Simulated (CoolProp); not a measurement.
Saturated liquid density (kg/m³) of water: the reference equation beside estimates from Tc = 647.1 K, pc = 220.6 bar, ω = 0.344. Rackett uses Z = 0.29056 − 0.08775 ω.

Model: reference Helmholtz-energy equation of state, Wagner 2002, in CoolProp.

```json
[
 {"T (K)": "331.3", "reference": "984.1", "Rackett": "849.4", "van der Waals": "481.1", "Soave-Redlich-Kwong": "737.1", "Peng-Robinson": "829.0"},
 {"T (K)": "339.3", "reference": "979.9", "Rackett": "842.6", "van der Waals": "477.7", "Soave-Redlich-Kwong": "732.3", "Peng-Robinson": "823.9"},
 {"T (K)": "347.3", "reference": "[?]", "Rackett": "835.8", "van der Waals": "474.2", "Soave-Redlich-Kwong": "[?]", "Peng-Robinson": "818.7"},
 {"T (K)": "355.3", "reference": "970.4", "Rackett": "828.8", "van der Waals": "470.6", "Soave-Redlich-Kwong": "722.2", "Peng-Robinson": "[?]"},
 {"T (K)": "363.4", "reference": "965.1", "Rackett": "821.7", "van der Waals": "467.0", "Soave-Redlich-Kwong": "716.9", "Peng-Robinson": "[?]"},
 {"T (K)": "371.4", "reference": "959.6", "Rackett": "814.7", "van der Waals": "463.3", "Soave-Redlich-Kwong": "711.5", "Peng-Robinson": "801.8"},
 {"T (K)": "379.4", "reference": "953.8", "Rackett": "[?]", "van der Waals": "459.6", "Soave-Redlich-Kwong": "705.9", "Peng-Robinson": "795.9"},
 {"T (K)": "387.5", "reference": "947.6", "Rackett": "800.1", "van der Waals": "455.8", "Soave-Redlich-Kwong": "700.1", "Peng-Robinson": "789.7"},
 {"T (K)": "395.5", "reference": "941.2", "Rackett": "792.8", "van der Waals": "451.9", "Soave-Redlich-Kwong": "694.2", "Peng-Robinson": "783.3"},
 {"T (K)": "403.5", "reference": "934.5", "Rackett": "785.3", "van der Waals": "448.0", "Soave-Redlich-Kwong": "688.1", "Peng-Robinson": "776.8"},
 {"T (K)": "411.5", "reference": "927.6", "Rackett": "777.8", "van der Waals": "443.9", "Soave-Redlich-Kwong": "681.8", "Peng-Robinson": "770.0"},
 {"T (K)": "419.6", "reference": "920.3", "Rackett": "770.0", "van der Waals": "439.8", "Soave-Redlich-Kwong": "675.2", "Peng-Robinson": "762.9"}
]
```

Question: What belongs in the gaps?

Answer: 
- 347.3, reference: 975.3
- 347.3, Soave-Redlich-Kwong: 727.3
- 355.3, Peng-Robinson: 813.3
- 363.4, Peng-Robinson: 807.6
- 379.4, Rackett: 807.5

Absolute difference from the reference over all 12 rows, mean and median: Rackett 15.1 and 15.2 %, van der Waals 51.7 and 51.8 %, Soave-Redlich-Kwong 25.9 and 25.9 %, Peng-Robinson 16.5 and 16.5 %.
